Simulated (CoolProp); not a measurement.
Propylene along the isotherm 190.65 °C: Z from the reference equation and from simpler models built on Tc = 91.1 °C, pc = 4.555 MPa, ω = 0.146; each cubic takes its own stable root.

The numbers come from the reference Helmholtz-energy equation of state, Lemmon 2013 in CoolProp.

| p (MPa) | phase | reference |
|---|---|---|
| 3.04 | gas | 0.8933 |
| 6.07 | supercritical | 0.7862 |
| 9.11 | supercritical | 0.6899 |
| 12.1 | supercritical | 0.6356 |
| 15.2 | supercritical | 0.6331 |
| 18.2 | supercritical | 0.6618 |
| 21.3 | supercritical | 0.7062 |
| 24.3 | supercritical | 0.7558 |
| 27.3 | supercritical | 0.8085 |
| 30.4 | supercritical | 0.8645 |
| 33.4 | supercritical | 0.9195 |
| 36.4 | supercritical | 0.9748 |
| 39.5 | supercritical | 1.032 |
| 42.5 | supercritical | 1.087 |
| 45.5 | supercritical | 1.142 |

**Question.** How far does each simpler model (van der Waals, Soave-Redlich-Kwong, Peng-Robinson) lie from the reference over these 15 states: mean and median of the absolute difference, and the worst?

**Answer.** 
- van der Waals: mean 14.5 %, median 16.9 %, worst +24.0 % at 190.65 °C and 45.5 MPa
- Soave-Redlich-Kwong: mean 5.9 %, median 5.5 %, worst +10.0 % at 190.65 °C and 15.2 MPa
- Peng-Robinson: mean 2.6 %, median 2.0 %, worst -5.7 % at 190.65 °C and 45.5 MPa
